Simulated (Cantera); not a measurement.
## Equilibrium for carbon deposition, reforming and gasification: C + O2 + H2

A closed system holds: 1 mol C, 0.094 mol O2, a varied amount of H2, at 52.0 Pa.

Cantera equilibrium calculation (NASA polynomials, part measured and part estimated; ideal gas, pure solids and liquids). Candidate condensed phases: C, C6H6, C7H8, C8H18, H2O; 110 gas species. Equilibrium is a limit: real reactors are often held back by kinetics, nucleation or transport.

Task: Map the stable condensed phases over T = 502, 702, 902, 1102, 1302, 1502, 1702, 1902, 2102, 2302, 2502, 2702 °C and n(H2) in mol = 1.2, 1.6, 2.2, 3, 4, 5.3, 7.2, 9.6, 13, 17, 23, 31, 42.

Result: 
```
T in °C \ n(H2) in mol
         1.2 1.6 2.2   3   4 5.3 7.2 9.6  13  17  23  31  42
   2702    A   A   A   A   A   A   A   A   A   A   A   A   A
   2502    B   B   B   A   A   A   A   A   A   A   A   A   A
   2302    B   B   B   B   B   B   B   B   B   B   B   A   A
   2102    B   B   B   B   B   B   B   B   B   B   B   B   B
   1902    B   B   B   B   B   B   B   B   B   B   B   B   B
   1702    B   B   B   B   B   B   B   B   B   B   B   B   B
   1502    B   B   B   B   B   B   B   B   B   B   B   B   B
   1302    B   B   B   B   B   B   B   B   B   B   B   B   B
   1102    B   B   B   B   B   B   B   B   B   B   B   B   B
    902    B   B   B   B   B   B   B   B   B   B   B   B   B
    702    B   B   B   B   B   B   B   B   B   B   B   B   B
    502    B   B   B   B   B   B   B   B   B   B   B   B   B
```
A: gas only; B: C.
